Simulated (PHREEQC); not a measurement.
# Buffer: an equilibrium model

A solution holds 3.8 mmol/kgw NH4Cl, 4.2 mmol/kgw Na2HPO4 and 1.6 mmol/kgw NaCl, at 70 °C. Closed to the air; pH follows from the charge balance.

The numbers come from PHREEQC with the ion-association model, wateq4f.dat.

This is a speciation only: nothing precipitates in the calculation.

Task: Predict the pH.

Result: pH 7.55.

Task: In which forms is N present?

Result: NH4+ 79 %, NH3 21 % of the N.

Complexes and solids missing from the database can't appear. H3PO4, which wateq4f.dat lacks, is added to it with the constant of phreeqc.dat. Constants without temperature data keep their 25 °C values here.
